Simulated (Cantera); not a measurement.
What does this Cantera script print?

```python
import numpy as np
import cantera as ct

gas_names = [...]  # 148 gases of nasa_gas.yaml made of Al, C, H, N, O
cond_names = """
    AL(cr) AL(L) ALN(s) AL2O3(a) AL2O3(L) C(gr) C6H6(L) C7H8(L) C8H18(L),n-octa H2O(s) H2O(L)
""".split()


# ... load() reads the species with a 1 bar reference pressure and builds the phases ...
atoms = {
    'Al(CH3)3': {'AL': 1, 'C': 3, 'H': 9},
    'N2O': {'N': 2, 'O': 1},
    'N2': {'N': 2},
    'O2': {'O': 2},
}
top_T = {'ALN(s)': 2750, 'C(gr)': 4500}  # K; cautious upper limits of use, not melting points


# ... equilibrate(T, P, feed) seeds the gas with the atoms and calls Mixture.equilibrate('TP', solver="vcs", rtol=1e-11, max_steps=5000) ...
results = []
feed = {'Al(CH3)3': 1, 'N2O': 1.1, 'N2': 54, 'O2': 8}  # mol
P = 2300  # Pa
for T in [1423, 1473, 1523, 1573, 1623, 1673, 1723, 1773, 1823, 1873, 1923, 1973, 2023]:
    mix = equilibrate(T, P, feed)
    results.append((T, P, feed, dict(zip(mix.species_names, mix.species_moles))))

top = {s: max(r[3][s] / sum(r[3][g] for g in gas_names) for r in results) for s in gas_names}
cols = sorted((s for s in top if top[s] > 0.001), key=lambda s: -top[s])[:8]
seen = [c for c in cond_names if any(r[3].get(c, 0) > 1e-12 for r in results)]
print("log10 of partial pressures in bar; condensed amounts in mol")
print(f"{'T/K':>10s}" + "".join(f"{s[:9]:>10s}" for s in cols + seen))
for T, P, feed, n in results:
    ng = sum(n[g] for g in gas_names)
    print(f"{T:10.4g}" + "".join(f"{np.log10(max(n[s] / ng * P / 1e5, 1e-99)):10.3f}" for s in cols)
          + "".join(f"{n.get(c, 0):10.4g}" for c in seen))
```

Result:

```
log10 of partial pressures in bar; condensed amounts in mol
       T/K        N2       H2O       CO2        O2        NO        OH        CO         O  AL2O3(a)
      1423    -1.711    -2.799    -2.975    -3.048    -5.074    -5.906    -7.290    -7.395       0.5
      1473    -1.711    -2.799    -2.975    -3.049    -4.960    -5.703    -6.940    -7.079       0.5
      1523    -1.711    -2.799    -2.975    -3.049    -4.854    -5.514    -6.613    -6.783       0.5
      1573    -1.711    -2.800    -2.975    -3.050    -4.755    -5.336    -6.307    -6.506       0.5
      1623    -1.711    -2.800    -2.976    -3.052    -4.662    -5.170    -6.021    -6.247       0.5
      1673    -1.711    -2.801    -2.976    -3.053    -4.574    -5.014    -5.751    -6.002       0.5
      1723    -1.712    -2.801    -2.976    -3.055    -4.492    -4.867    -5.498    -5.773       0.5
      1773    -1.712    -2.802    -2.978    -3.056    -4.415    -4.729    -5.259    -5.556       0.5
      1823    -1.712    -2.804    -2.979    -3.058    -4.342    -4.599    -5.035    -5.350       0.5
      1873    -1.712    -2.806    -2.982    -3.060    -4.273    -4.476    -4.823    -5.156       0.5
      1923    -1.712    -2.808    -2.986    -3.061    -4.208    -4.359    -4.624    -4.972       0.5
      1973    -1.713    -2.812    -2.991    -3.062    -4.146    -4.249    -4.438    -4.797       0.5
      2023    -1.713    -2.816    -2.999    -3.063    -4.086    -4.145    -4.264    -4.630       0.5
```

Cantera equilibrium calculation (NASA polynomials, part measured and part estimated; ideal gas, pure solids and liquids). The feed counts by its element totals alone.
